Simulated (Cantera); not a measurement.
A closed system holds: 1 mol SiO2, 0.016 mol Si, 0.14 mol H2, held at 133 Pa.

Cantera equilibrium calculation (NASA polynomials, part measured and part estimated; ideal gas, pure solids and liquids). Candidate condensed phases: H2O, Si, SiO2; 18 gas species. The tables hold silica as quartz up to 1696 K and as liquid above; real silica turns to tridymite and cristobalite and melts near 1996 K. Rates play no part.

Problem. Which condensed phases are stable at each of these points (T (K)): 1473, 1673, 1873, 2073, 2273, 2473, 2673, 2873, 3073?

Solution. 
```
T (K)  condensed phases  Si condensed (%)
-----  ----------------  ----------------
1473     SiO2(β-quartz)              96.9
1673     SiO2(β-quartz)              96.8
1873    SiO2(condensed)              96.4
2073            SiO2(l)              92.5
2273            SiO2(l)              80.7
2473           gas only               0.0
2673           gas only               0.0
2873           gas only               0.0
3073           gas only               0.0
```

From 1473 K to 1673 K the condensed part is SiO2(β-quartz). At 1873 K the condensed part is SiO2(condensed). From 2073 K to 2273 K the condensed part is SiO2(l). From 2473 K to 3073 K nothing is condensed.
